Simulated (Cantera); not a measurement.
An adiabatic, constant-volume homogeneous reactor starts with CH4 : O2 : N2 = 1 : 5.41 : 20.3 (molar parts), at 1150 K and 7.90 atm.

Cantera simulation using GRI-Mech 3.0 (53 species, 325 reactions); the numbers are that mechanism's predictions, not measurements.

One state of this run: T (K) = 2150; P (bar) = 15.0; x CH4 = <1e-12; x O2 = 0.123; x CH2O = <1e-12; x H = 7.43e-6; x C2H6 = <1e-12. x: mole fraction; the columns are a selection and need not sum to one.

Problem. Which value of t (s) does it belong to?
A) 0.670
B) 0.00283
C) 0.000317
D) 3.56e-5

Solution. A, 0.670
